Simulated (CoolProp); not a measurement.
Computed with CoolProp (reference Helmholtz-energy equation of state, Leachman 2009).

**Question.** For normal hydrogen, give the phase and the cp (kJ/(kg K)), conductivity (mW/(m K)) at 172.3 K and 1160 kPa.

**Answer.** 
- 172.3 K and 1160 kPa: gas; cp 13.2, conductivity 118

Thermal conductivity comes from a separate model (Assael 2011).
